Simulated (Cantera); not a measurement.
Charge: 1 mol Si(CH₃)₄, 0.01 mol C₃H₈, 14 mol H₂, equilibrated at 1050 °C and 0.133 bar.

Equilibrium computed with Cantera from the NASA thermochemical tables; the gas is ideal and each condensed phase is pure. Candidate condensed phases: C, C₆H₆, C₇H₈, C₈H₁₈, Si, SiC; 87 gas species. Rates play no part.

Base state: H₂ 0.999, CH₄ 0.000904 (mole fractions); condensed: C(graphite) + SiC(s).

### Question
What changes in the equilibrium state with this change: 0.53 mol O₂ added?

### Answer
| species | before | after |
|---|---|---|
| H₂ | 0.999 | 0.992 |
| CO | 0 | 0.00680 |
| CH₄ | 0.000904 | 0.000892 |
| C(graphite), mol | 3.01 | 3.34 |
| SiC(s), mol | 1.00 | 0.539 |
| SiO₂(β-quartz), mol | 0 | 0.461 |
Mutual solubility and eutectic melting of coexisting phases are not modelled. The tables hold silica as quartz up to 1696 K and as liquid above; real silica turns to tridymite and cristobalite and melts near 1996 K. Further candidate phases: H₂O, SiO₂.
